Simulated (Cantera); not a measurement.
Input: 1 mol FeS2, 4.8 mol H2, at 27.8 Torr.

Cantera equilibrium calculation (NASA polynomials, part measured and part estimated; ideal gas, pure solids and liquids). Candidate condensed phases: Fe, FeS, FeS2, S; 8 gas species. FeS: taken at fixed stoichiometry. Gases not in the tables: S3 to S7. Equilibrium is a limit: real reactors are often held back by kinetics, nucleation or transport.

Q: Which condensed phases are stable at each of these points (T (°C)): 677, 752, 827, 902, 977, 1052, 1127, 1202, 1277?

A: 
```
T (°C)  condensed phases  Fe condensed (%)
------  ----------------  ----------------
677               FeS(s)             100.0
752               FeS(s)             100.0
827               FeS(s)             100.0
902               FeS(s)             100.0
977               FeS(s)             100.0
1052              FeS(s)             100.0
1127              FeS(s)             100.0
1202              FeS(l)             100.0
1277              FeS(l)             100.0
```

From 677 °C to 1127 °C the condensed part is FeS(s). From 1202 °C to 1277 °C the condensed part is FeS(l).
